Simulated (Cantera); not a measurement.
A closed system holds: 1 mol MgSO4, 0.89 mol CO2, at 10.0 Torr.

These are equilibrium values from Cantera (NASA tables, ideal gas, pure condensed phases), not measurements of a reactor. Candidate condensed phases: C, Mg, MgCO3, MgO, MgS, MgSO4, S; 26 gas species. Equilibrium is a limit: real reactors are often held back by kinetics, nucleation or transport.

Task: At 1302 °C, list the 5 most abundant gas species with their mole fractions, and the condensed phases.

Result: SO2 0.418, CO2 0.372, O2 0.209, SO3 0.000573, CO 0.000101. Condensed: MgO(s).
